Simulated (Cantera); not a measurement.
Cantera run, input and output.

```python
import numpy as np
import cantera as ct

gas = ct.Solution("gri30.yaml")
gas.TPX = 1723, 100000, {'CH4': 1, 'C2H6': 0.083, 'O2': 2.55, 'N2': 12.5}
reactor = ct.IdealGasConstPressureReactor(gas, energy="on", clone=False)
net = ct.ReactorNet([reactor])
net.rtol, net.atol = 1e-08, 1e-16
show = ['CH4', 'C2H6', 'O2', 'NO', 'CH2CO']
times = np.geomspace(7e-06, 3, 11)

steps = ct.SolutionArray(gas, extra=["t"])
rows = []
print(f"{'t/s':>10s}{'T/K':>9s}{'P/Pa':>11s}" + "".join(f"{s:>11s}" for s in show))
for t in times:
    while net.time < t:
        t_next = net.step()
        steps.append(gas.state, t=t_next)
    rows.append([np.interp(t, steps.t, y) for y in (steps.T, steps.P, *steps(*show).X.T)])
    print(f"{t:10.3e}{rows[-1][0]:9.1f}{rows[-1][1]:11.4g}" + "".join(f"{x:11.3e}" for x in rows[-1][2:]))
rate = np.gradient(steps.T, steps.t)
print("integrator steps:", len(steps.t))
if steps.T.max() > steps.T[0] + 200:
    print(f"time of steepest temperature rise: {steps.t[rate.argmax()]:.4e} s")
gas.TPX = 1723, 100000, {'CH4': 1, 'C2H6': 0.083, 'O2': 2.55, 'N2': 12.5}
gas.equilibrate("HP")
print(f"equilibrium (HP): T = {gas.T:.1f} K  " + "  ".join(f"{s} {gas[s].X[0]:.3e}" for s in show))
```

It prints:

```
       t/s      T/K       P/Pa        CH4       C2H6         O2         NO      CH2CO
 7.000e-06   1718.8      1e+05  6.183e-02  4.645e-03  1.579e-01  3.322e-12  3.628e-08
 2.560e-05   1720.2      1e+05  5.880e-02  3.358e-03  1.556e-01  2.227e-10  1.905e-05
 9.365e-05   2402.5      1e+05  2.022e-16  8.772e-31  3.446e-02  6.188e-05  2.574e-18
 3.425e-04   2648.8      1e+05  2.492e-16  4.363e-31  2.942e-02  8.826e-04  3.895e-18
 1.253e-03   2709.3      1e+05  3.472e-16  5.118e-31  2.655e-02  4.176e-03  4.323e-18
 4.583e-03   2702.5      1e+05  3.715e-16  5.739e-31  2.443e-02  9.402e-03  4.447e-18
 1.676e-02   2701.0      1e+05  3.769e-16  5.883e-31  2.398e-02  1.050e-02  4.472e-18
 6.131e-02   2701.0      1e+05  3.770e-16  5.883e-31  2.398e-02  1.050e-02  4.472e-18
 2.242e-01   2701.0      1e+05  3.770e-16  5.883e-31  2.398e-02  1.050e-02  4.472e-18
 8.202e-01   2701.0      1e+05  3.770e-16  5.883e-31  2.398e-02  1.050e-02  4.472e-18
 3.000e+00   2701.0      1e+05  3.770e-16  5.883e-31  2.398e-02  1.050e-02  4.472e-18
integrator steps: 1637
time of steepest temperature rise: 7.0239e-05 s
equilibrium (HP): T = 2701.0 K  CH4 5.080e-16  C2H6 1.003e-30  O2 2.398e-02  NO 1.050e-02  CH2CO 4.916e-18
```

Cantera simulation using GRI-Mech 3.0 (53 species, 325 reactions); the numbers are that mechanism's predictions, not measurements.
